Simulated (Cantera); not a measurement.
## Ignition delay

Mixture: CH₄ : O₂ : N₂ : CO₂ = 1 : 4.17 : 15.7 : 1.1 (molar parts), equivalence ratio 0.48, at 3750 Torr, adiabatic and at constant volume. Ignition delay is the time to a rise of 400 K.

Cantera simulation using GRI-Mech 3.0 (53 species, 325 reactions); the numbers are that mechanism's predictions, not measurements.

```csv
T0 (K),delay (ms)
1050,61.8
1125,20.1
1200,7.29
1275,2.87
1350,1.21
1425,0.547
1500,0.263
```

| Property | Value |
|---|---|
| apparent activation energy between 1350 and 1500 K | 170 kJ/mol |
